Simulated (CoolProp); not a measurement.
Vapour-liquid equilibrium of CHF3 (R23) (1) + R13 (2) at 262.8 K; x and y are mole fractions of (1).

Computed with CoolProp (multi-fluid Helmholtz-energy mixture model, Penoncello 2003 and Platzer 1990; pair parameters Bell 2016). This equation is an older, rougher fit; its heat capacities, sound speeds and derivatives of the liquid may be far off and weren't checked against measurements.

| x | bubble pressure, mixture model (kPa) | bubble pressure, Raoult's law (kPa) | y, mixture model | y, Raoult's law |
|---|---|---|---|---|
| 0.05 | 1611 | 1519 | 0.093 | 0.061 |
| 0.2 | 1856 | 1574 | 0.287 | 0.237 |
| 0.35 | 2005 | 1629 | 0.422 | 0.401 |
| 0.5 | 2086 | 1684 | 0.535 | 0.554 |
| 0.65 | 2107 | 1738 | 0.644 | 0.698 |
| 0.8 | 2063 | 1793 | 0.767 | 0.833 |
| 0.95 | 1935 | 1848 | 0.929 | 0.959 |

The largest gap from Raoult's law is +23.9 % in bubble pressure, at x = 0.5. y crosses x between x = 0.5 and 0.65: the model has an azeotrope there.

The pair parameters rest on a limited set of measurements; away from them the model extrapolates.
